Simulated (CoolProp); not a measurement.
Saturation properties of toluene.

The numbers come from the reference Helmholtz-energy equation of state, Lemmon 2006 in CoolProp. It is a short technical equation, of lower accuracy than the large ones.

| T (°C) | p (bar) | liquid density (kg/m³) | liquid viscosity (µPa s) |
|---|---|---|---|
| 38.15 | 0.07245 | 849.9 | 474 |
| 53.35 | 0.1415 | 835.5 | 405 |
| 68.55 | 0.2576 | 820.9 | 350 |
| 83.75 | 0.4417 | 806.1 | 307 |
| 98.95 | 0.7191 | 791.0 | 272 |
| 114.15 | 1.120 | 775.5 | 242 |
| 129.35 | 1.677 | 759.5 | 218 |
| 144.55 | 2.429 | 743.0 | 196 |
| 159.75 | 3.416 | 725.9 | 178 |
| 174.95 | 4.682 | 708.0 | 161 |

It boils at 110.6 °C under 1 atm.

Viscosity comes from a separate model (Avgeri 2015).
